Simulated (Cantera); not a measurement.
Feed: 1 mol (CH3)2SiCl2, 360 mol H2, equilibrated at 2250 °C and 0.900 Torr.

Equilibrium computed with Cantera from the NASA thermochemical tables; the gas is ideal and each condensed phase is pure. Candidate condensed phases: C, C6H6, C7H8, C8H18, Si, SiC; 109 gas species. The feed counts by its element totals alone. The numbers say what is thermodynamically allowed, not how fast it happens.

Base state: H 0.540, H2 0.452, HCl 0.00217, Si 0.00184, Cl 0.00183, C2H2 (acetylene) 0.00151, SiC2 0.000143, C2H 0.000136 (mole fractions); condensed: gas only.

Task: What changes in the equilibrium state with this change: pressure from 0.900 Torr to 75.0 Torr?

Result: 
```json
[
 {"species": "H2", "before": "0.452", "after": "0.906"},
 {"species": "H", "before": "0.540", "after": "0.0837"},
 {"species": "HCl", "before": "0.00217", "after": "0.00491"},
 {"species": "Si", "before": "0.00184", "after": "0.00221"},
 {"species": "SiH2", "before": "1.97e-7", "after": "3.94e-5"},
 {"species": "C3", "before": "8.79e-5", "after": "7.63e-7"},
 {"species": "Si2C", "before": "2.29e-7", "after": "2.47e-5"}
]
```
The tables' values for SiCl are old estimates; treat these amounts as uncertain. Gases not in the tables: Si2H6 and higher silanes.

Task: What changes in the equilibrium state with this change: H2 from 360 to 4.3 mol?

Result: 
```csv
species,before,after
H,0.540,0.448
H2,0.452,0.312
Cl,0.00183,0.0789
SiC2,0.000143,0.0166
HCl,0.00217,0.0777
Si,0.00184,0.0599
SiCl2,5.89e-9,0.000358
Si2C,2.29e-7,0.000458
"C(graphite), mol",0,1.44
```
The tables' values for SiCl are old estimates; treat these amounts as uncertain.
